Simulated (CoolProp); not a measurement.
The fluid at 528.74 K and 1.18 MPa (gas) is heated at constant pressure to 578.6 K. The same conditions are run with several fluids, on thermodynamics alone (safety and materials aside).

Model: reference Helmholtz-energy equation of state of each fluid (normal hydrogen: Leachman 2009; carbon dioxide: Span 1996; hydrogen sulfide: Lemmon 2006; dimethyl carbonate: Zhou 2011), in CoolProp.

```tsv
fluid	heat (kJ/kg)	final density (kg/m³)
normal hydrogen	725	0.492
carbon dioxide	52.9	10.8
hydrogen sulfide	56.9	8.44
dimethyl carbonate	92.0	23.9
```
